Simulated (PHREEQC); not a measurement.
Make-up at 80 °C: 2.8 mmol/kgw CaSO4 and 0.0071 mmol/kgw CO2. Closed to the air; pH follows from the charge balance.

Equilibrium calculation in PHREEQC: ion-association model, phreeqc.dat.

```json
[
 {"quantity": "pH", "before": "5.89", "after": "6.29"},
 {"quantity": "ionic strength (mol/kgw)", "before": "0.00903", "after": "0.00903"}
]
```

Which change was made?
(A) 0.0053 mol/kgw NaNO3 added
(B) CO2 from 7.1e-06 to 7.1e-07 mol/kgw
(C) CO2 left out
(D) temperature from 80 to 70 °C
(E) CO2 from 7.1e-06 to 1.06e-05 mol/kgw

B, CO2 from 7.1e-06 to 7.1e-07 mol/kgw

Precipitation was switched off in this run. At this temperature some constants are extrapolated from 25 °C, and those without enthalpy data are left unchanged.
